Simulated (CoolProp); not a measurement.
Properties of dodecamethylpentasiloxane (MD3M) at several states (Tc = 628.0 K, pc = 0.9540 MPa, ω = 0.730).

Values from CoolProp's reference Helmholtz-energy equation of state, Thol 2019.

| T (K) | p (MPa) | phase | Z | cp (kJ/(kg K)) | cv (kJ/(kg K)) | speed of sound (m/s) | Joule-Thomson coefficient (K/MPa) | isothermal compressibility (1/MPa) |
|---|---|---|---|---|---|---|---|---|
| 279.2 | 0.0443 | liquid | 0.008269 | 1.656 | 1.377 | 1008 | -0.4733 | 0.001332 |
| 596.9 | 5.2 | liquid | 0.6881 | 2.293 | 2.081 | (withheld) | 0.09941 | 0.01728 |
| 210.7 | 0.158 | liquid | 0.03632 | (withheld) | 1.121 | 1272 | -0.5713 | 0.0008206 |
| 433.1 | 1.48 | liquid | 0.2136 | 2.000 | 1.754 | 578.9 | (withheld) | 0.004595 |
| 276.9 | 3.64 | liquid | 0.6802 | 1.648 | 1.372 | 1039 | -0.4806 | 0.001244 |
| 334.3 | 0.305 | liquid | 0.05055 | 1.793 | 1.527 | 834.2 | -0.4092 | 0.002020 |

**Question.** Complete the blanks.

**Answer.** 
- 596.9, speed of sound (m/s): 330.0
- 210.7, cp (kJ/(kg K)): 1.423
- 433.1, Joule-Thomson coefficient (K/MPa): -0.2689
